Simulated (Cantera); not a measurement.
A Cantera script and what it prints.

```python
import numpy as np
import cantera as ct

gas_names = """
    N NO NO2 NO3 N2 N2O O O2 O3 Si SiN SiO SiO2 Si2 Si2N Si3
""".split()
cond_names = """
    Si(cr) Si(L) SiO2(Lqz) SiO2(hqz) SiO2(L) Si2N2O(s) Si3N4(a)
""".split()


def load(file, names, dense=False):
    # The tables refer to 1 bar. Condensed volumes are neglected.
    table = {s.name: s for s in ct.Species.list_from_file(file)}
    out = []
    for n in names:
        d = dict(table[n].input_data)
        d["thermo"] = dict(d["thermo"], **{"reference-pressure": 1e5})
        if dense:
            d["equation-of-state"] = {"model": "constant-volume", "density": "1e6 g/cm^3"}
        out.append(ct.Species.from_dict(d))
    return out


gas = ct.Solution(thermo="ideal-gas", species=load("nasa_gas.yaml", gas_names))
cond = {s.name: ct.Solution(thermo="fixed-stoichiometry", species=[s], name=s.name)
        for s in load("nasa_condensed.yaml", cond_names, dense=True)}
atoms = {
    'Si3N4': {'Si': 3, 'N': 4},
    'N2O': {'N': 2, 'O': 1},
    'N2': {'N': 2},
}
top_T = {'Si2N2O(s)': 2100, 'Si3N4(a)': 2400}  # K; cautious upper limits of use, not melting points


def equilibrate(T, P, feed):
    n = {}
    for name, mol in feed.items():
        for a, k in atoms[name].items():
            n[a] = n.get(a, 0.0) + k * mol
    gas.TPX = T, P, n
    mass = sum(n.values()) * gas.mean_molecular_weight
    gas.equilibrate("TP")
    valid = [c for c in cond.values() if c.min_temp <= T <= top_T.get(c.name, c.max_temp)]
    mix = ct.Mixture([(gas, mass / gas.mean_molecular_weight)] + [(c, 0.0) for c in valid])
    mix.T, mix.P = T, P
    mix.equilibrate("TP", solver="vcs", rtol=1e-11, max_steps=5000)
    return mix


results = []
feed = {'Si3N4': 1, 'N2O': 0.27, 'N2': 310}  # mol
T = 1450  # K
P = 101325  # Pa
mix = equilibrate(T, P, feed)
results.append((T, P, feed, dict(zip(mix.species_names, mix.species_moles))))
print(gas.report(threshold=1e-06))
for i in range(1, mix.n_phases):
    print(f"{mix.phase(i).name:16s} {mix.phase_moles(i):12.5e} mol")
```

Output:

```
       temperature   1450 K
          pressure   1.0132e+05 Pa
           density   0.23545 kg/m^3
  mean mol. weight   28.014 kg/kmol
   phase of matter   gas

                          1 kg             1 kmol
                     ---------------   ---------------
          enthalpy        1.3077e+06        3.6635e+07  J
   internal energy        8.7737e+05        2.4579e+07  J
           entropy            8587.5        2.4057e+05  J/K
    Gibbs function       -1.1144e+07       -3.1219e+08  J
 heat capacity c_p            1235.1             34601  J/K
 heat capacity c_v            938.35             26287  J/K

                      mass frac. Y      mole frac. X     chem. pot. / RT
                     ---------------   ---------------   ---------------
                N2                 1                 1           -25.895
     [  +15 minor]        9.8075e-09        6.2332e-09

Si(cr)            0.00000e+00 mol
SiO2(hqz)         0.00000e+00 mol
Si2N2O(s)         2.69998e-01 mol
Si3N4(a)          8.20001e-01 mol
```

Method: chemical equilibrium by Gibbs-energy minimisation in Cantera with the NASA 1993 tables (ideal gas, pure condensed phases). Mutual solubility and eutectic melting of coexisting phases are not modelled.
